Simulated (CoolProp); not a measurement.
Vapour-liquid equilibrium of dimethyl ether (1) + 1-butene (2) at 51.45 °C; x and y are mole fractions of (1).

Values from CoolProp's multi-fluid Helmholtz-energy mixture model, Wu 2011 and Lemmon 2005; pair parameters Bell 2016.

```tsv
x	bubble pressure, mixture model (bar)	bubble pressure, Raoult's law (bar)	y, mixture model	y, Raoult's law
0.05	6.557	6.459	0.096	0.092
0.2	7.630	7.310	0.324	0.324
0.35	8.601	8.161	0.494	0.508
0.5	9.477	9.011	0.630	0.657
0.65	10.27	9.862	0.748	0.781
0.8	10.99	10.71	0.857	0.885
0.95	11.64	11.56	0.963	0.973
```

The largest gap from Raoult's law is +5.4 % in bubble pressure, at x = 0.35. No azeotrope shows between x = 0.05 and 0.95.

The pair parameters rest on a limited set of measurements; away from them the model extrapolates.
